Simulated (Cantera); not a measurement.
Input: 1 mol SiO₂, 3 mol CH₄, 0.56 mol CO, equilibrated at 42.0 Pa.

Equilibrium computed with Cantera from the NASA thermochemical tables; the gas is ideal and each condensed phase is pure. Candidate condensed phases: C, C₆H₆, C₇H₈, C₈H₁₈, H₂O, Si, SiC, SiO₂; 123 gas species. Kinetics and transport are ignored. All values below are at 1777 °C.

Base state: H₂ 0.617, CO 0.279, H 0.0870, Si 0.0121, SiO 0.00291, C₂H₂ (acetylene) 0.000655, SiC₂ 0.000628, Si₂C 0.000407 (mole fractions); condensed: C(graphite) + SiC(s).

### Question
What changes in the equilibrium state with this change: pressure from 42.0 Pa to 1330 Pa?

### Answer
| species | before | after |
|---|---|---|
| H₂ | 0.617 | 0.686 |
| CO | 0.279 | 0.293 |
| H | 0.0870 | 0.0163 |
| Si | 0.0121 | 0.000381 |
| SiO | 0.00291 | 0.00306 |
| SiC₂ | 0.000628 | 1.98e-5 |
| Si₂C | 0.000407 | 1.28e-5 |
| SiH | 0.000118 | 2.20e-5 |
| C₂H₂ (acetylene) | 0.000655 | 0.000728 |
| C(graphite), mol | 0.150 | 0.0437 |
| SiC(s), mol | 0.850 | 0.970 |
